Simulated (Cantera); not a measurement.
## Adiabatic ignition

An adiabatic, constant-pressure homogeneous reactor starts with 9.51 % CH4, 19.0 % O2, 71.5 % N2, at 1750 K and 12.0 bar.

Detailed kinetics in Cantera: GRI-Mech 3.0 (53 species, 325 reactions). The pressure lies above the range GRI-Mech 3.0 was tuned for (to about 10 atm). Above 3000 K some thermodynamic fits are extrapolated.

```json
[
 {"t (s)": "2.00e-6", "T (K)": "1750", "x CH4": "0.0949", "x O2": "0.190", "x CH2O": "2.91e-5", "x CH2CO": "1.97e-10", "x NO": "2.53e-12", "x NO2": "<1e-12"},
 {"t (s)": "5.72e-6", "T (K)": "1751", "x CH4": "0.0939", "x O2": "0.190", "x CH2O": "0.000344", "x CH2CO": "9.34e-8", "x NO": "2.20e-11", "x NO2": "<1e-12"},
 {"t (s)": "1.64e-5", "T (K)": "1830", "x CH4": "0.0757", "x O2": "0.176", "x CH2O": "0.00374", "x CH2CO": "0.000112", "x NO": "1.23e-9", "x NO2": "6.51e-11"},
 {"t (s)": "4.68e-5", "T (K)": "3029", "x CH4": "<1e-12", "x O2": "0.0195", "x CH2O": "3.04e-9", "x CH2CO": "<1e-12", "x NO": "0.00397", "x NO2": "2.37e-6"},
 {"t (s)": "0.000134", "T (K)": "3018", "x CH4": "<1e-12", "x O2": "0.0172", "x CH2O": "3.16e-9", "x CH2CO": "<1e-12", "x NO": "0.0105", "x NO2": "5.96e-6"},
 {"t (s)": "0.000383", "T (K)": "3014", "x CH4": "<1e-12", "x O2": "0.0165", "x CH2O": "3.20e-9", "x CH2CO": "<1e-12", "x NO": "0.0126", "x NO2": "7.01e-6"},
 {"t (s)": "0.00110", "T (K)": "3014", "x CH4": "<1e-12", "x O2": "0.0164", "x CH2O": "3.20e-9", "x CH2CO": "<1e-12", "x NO": "0.0127", "x NO2": "7.02e-6"},
 {"t (s)": "0.00313", "T (K)": "3014", "x CH4": "<1e-12", "x O2": "0.0164", "x CH2O": "3.20e-9", "x CH2CO": "<1e-12", "x NO": "0.0127", "x NO2": "7.02e-6"},
 {"t (s)": "0.00896", "T (K)": "3014", "x CH4": "<1e-12", "x O2": "0.0164", "x CH2O": "3.20e-9", "x CH2CO": "<1e-12", "x NO": "0.0127", "x NO2": "7.02e-6"},
 {"t (s)": "0.0256", "T (K)": "3014", "x CH4": "<1e-12", "x O2": "0.0164", "x CH2O": "3.20e-9", "x CH2CO": "<1e-12", "x NO": "0.0127", "x NO2": "7.02e-6"},
 {"t (s)": "0.0733", "T (K)": "3014", "x CH4": "<1e-12", "x O2": "0.0164", "x CH2O": "3.20e-9", "x CH2CO": "<1e-12", "x NO": "0.0127", "x NO2": "7.02e-6"},
 {"t (s)": "0.210", "T (K)": "3014", "x CH4": "<1e-12", "x O2": "0.0164", "x CH2O": "3.20e-9", "x CH2CO": "<1e-12", "x NO": "0.0127", "x NO2": "7.02e-6"},
 {"t (s)": "0.600", "T (K)": "3014", "x CH4": "<1e-12", "x O2": "0.0164", "x CH2O": "3.20e-9", "x CH2CO": "<1e-12", "x NO": "0.0127", "x NO2": "7.02e-6"}
]
```
x: mole fraction; the columns are a selection and need not sum to one.

The time of steepest temperature rise is 20.3 µs, the temperature at 0.600 s comes out as 3014 K and the equilibrium temperature is 3014 K. The x(CH4) at 0.600 s comes out as <1e-12 (gas-phase equilibrium <1e-12), the x(O2) at 0.600 s is 0.0164 (gas-phase equilibrium 0.0164) and the x(CH2O) at 0.600 s comes out as 3.20e-9 (gas-phase equilibrium 3.20e-9).
